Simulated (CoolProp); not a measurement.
Properties of n-undecane at several states (Tc = 365.7 °C, pc = 1.990 MPa, ω = 0.539).

Model: reference Helmholtz-energy equation of state, Aleksandrov 2011, in CoolProp. It is a short technical equation, of lower accuracy than the large ones.

```json
[
 {"T (°C)": "313.75", "p (MPa)": "0.0107", "phase": "gas", "speed of sound (m/s)": "?", "isothermal compressibility (1/MPa)": "93.73", "fugacity coefficient": "0.9971"},
 {"T (°C)": "272.35", "p (MPa)": "0.109", "phase": "gas", "speed of sound (m/s)": "165.6", "isothermal compressibility (1/MPa)": "?", "fugacity coefficient": "?"},
 {"T (°C)": "343.25", "p (MPa)": "0.772", "phase": "gas", "speed of sound (m/s)": "?", "isothermal compressibility (1/MPa)": "1.665", "fugacity coefficient": "0.8331"},
 {"T (°C)": "341.15", "p (MPa)": "4.95", "phase": "liquid", "speed of sound (m/s)": "?", "isothermal compressibility (1/MPa)": "?", "fugacity coefficient": "0.2522"}
]
```

### Question
Complete the blanks.

### Answer

- 313.75, speed of sound (m/s): 177.9
- 272.35, isothermal compressibility (1/MPa): 9.563
- 272.35, fugacity coefficient: 0.9620
- 343.25, speed of sound (m/s): 147.0
- 341.15, speed of sound (m/s): 349.0
- 341.15, isothermal compressibility (1/MPa): 0.02061
